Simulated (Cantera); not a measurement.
An isothermal, constant-pressure homogeneous reactor starts with NH₃ : H₂ = 1 : 1.3 (molar parts), at 1848 K and 1.00 bar.

Detailed kinetics in Cantera: the gas-phase N/H chemistry of the illustrative SiF4/NH3 mechanism in the Surface Chemkin manual (1991). Walls and surfaces, which speed up NH3 decomposition in real reactors, are not modelled.

x: mole fraction; the columns are a selection and need not sum to one.

```tsv
t (s)	x NH₃	x H₂	x N₂H₂	x NH₂	x H	x N
4.00e-6	0.435	0.565	4.59e-11	4.15e-6	2.01e-6	<1e-12
1.75e-5	0.435	0.565	1.60e-9	1.82e-5	8.71e-6	2.88e-11
7.68e-5	0.435	0.565	4.10e-8	7.90e-5	3.76e-5	2.52e-9
0.000336	0.434	0.565	…	…	…	…
0.00147	0.432	0.567	9.54e-7	0.000305	0.000146	1.39e-7
0.00646	0.423	0.573	9.24e-7	0.000300	0.000149	1.39e-7
0.0283	0.385	0.597	8.07e-7	0.000282	0.000160	1.40e-7
0.124	0.267	0.674	4.78e-7	0.000218	0.000201	1.39e-7
0.543	0.0849	0.793	9.31e-8	9.33e-5	0.000319	1.12e-7
2.38	0.0108	0.841	3.20e-9	1.62e-5	0.000459	3.67e-8
10.4	…	0.847	8.96e-11	…	0.000489	…
45.7	0.000349	0.848	3.99e-12	5.53e-7	0.000491	1.42e-9
200	7.81e-5	0.848	<1e-12	1.24e-7	0.000491	3.18e-10
```

Q: Complete the blanks.

A: 
- 0.000336, x N₂H₂: 6.47e-7
- 0.000336, x NH₂: 0.000260
- 0.000336, x H: 0.000124
- 0.000336, x N: 8.62e-8
- 10.4, x NH₃: 0.00169
- 10.4, x NH₂: 2.66e-6
- 10.4, x N: 6.80e-9
